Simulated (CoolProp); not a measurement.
Vapour-liquid equilibrium of R125 (1) + R245fa (2) at 0.02 MPa; x and y are mole fractions of (1).

Model: multi-fluid Helmholtz-energy mixture model, Lemmon 2005 and Akasaka 2015; pair parameters Bell 2016, in CoolProp.

Q: Give the bubble temperature and the first vapour's composition at x = 0.05, 0.85, 0.95. Is there an azeotrope?

A: x = 0.05: -33.8 °C, y = 0.580; x = 0.85: -73.9 °C, y = 0.996; x = 0.95: -75.5 °C, y = 0.999. No azeotrope shows between x = 0.05 and 0.95.

The pair parameters rest on a limited set of measurements; away from them the model extrapolates.
